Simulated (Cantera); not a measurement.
Input: 1 mol Si₃H₈, 0.027 mol HCl, 7.2 mol H₂, equilibrated at 1252 °C and 0.0133 bar.

These are equilibrium values from Cantera (NASA tables, ideal gas, pure condensed phases), not measurements of a reactor. Candidate condensed phases: Si; 19 gas species. The feed counts by its element totals alone. The numbers say what is thermodynamically allowed, not how fast it happens.

Problem. What is the equilibrium state?

Solution. x(H₂): 0.997
x(HCl): 0.00237
x(H): 0.000205
x(SiCl₂): 1.84e-5
x(SiH₂): 2.05e-6
x(Si): 1.42e-6
n(Si(s)): 3.00 mol
gas amount: 11.23 mol
